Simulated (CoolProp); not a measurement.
Vapour-liquid equilibrium of propane (1) + n-butane (2) at 317.2 K; x and y are mole fractions of (1).

The numbers come from the multi-fluid Helmholtz-energy mixture model, Lemmon 2009 and Bücker 2006; pair parameters Kunz 2012 in CoolProp.

```tsv
x	bubble pressure, mixture model (kPa)	bubble pressure, Raoult's law (kPa)	y, mixture model	y, Raoult's law
0.05	469.8	477.1	0.132	0.157
0.2	614.3	638.9	0.417	0.470
0.35	765.0	800.7	0.603	0.657
0.5	921.9	962.5	0.734	0.780
0.65	1085	1124	0.833	0.868
0.8	1257	1286	0.913	0.934
0.95	1439	1448	0.980	0.985
```

The largest gap from Raoult's law is -4.5 % in bubble pressure, at x = 0.35. No azeotrope shows between x = 0.05 and 0.95.

The pair parameters rest on a limited set of measurements; away from them the model extrapolates.
